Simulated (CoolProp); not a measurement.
Vapour-liquid equilibrium of CH2F2 (R32) (1) + fluoroethane (R161) (2) at 280.3 K; x and y are mole fractions of (1).

Values from CoolProp's multi-fluid Helmholtz-energy mixture model, Tillner-Roth 1997 and Wu 2012; pair parameters Bell 2016.

```csv
x,"bubble pressure, mixture model (MPa)","bubble pressure, Raoult's law (MPa)","y, mixture model","y, Raoult's law"
0.05,…,0.5727,0.092,0.089
0.15,…,0.6193,0.246,0.246
0.25,0.6865,0.6660,…,0.381
0.35,0.7343,0.7127,0.480,0.499
0.45,0.7799,0.7594,0.576,0.602
0.55,0.8239,0.8061,…,0.693
0.65,0.8671,0.8527,0.746,0.775
0.75,0.9097,0.8994,0.823,0.847
0.85,0.9522,0.9461,0.897,0.913
0.95,0.9947,0.9928,0.966,0.972
```

### Question
Complete the blanks.

### Answer

- 0.05, bubble pressure, mixture model (MPa): 0.5795
- 0.15, bubble pressure, mixture model (MPa): 0.6353
- 0.25, y, mixture model: 0.372
- 0.55, y, mixture model: 0.664

The largest gap from Raoult's law is +3.1 % in bubble pressure, at x = 0.25. No azeotrope shows between x = 0.05 and 0.95.

The pair parameters rest on a limited set of measurements; away from them the model extrapolates.
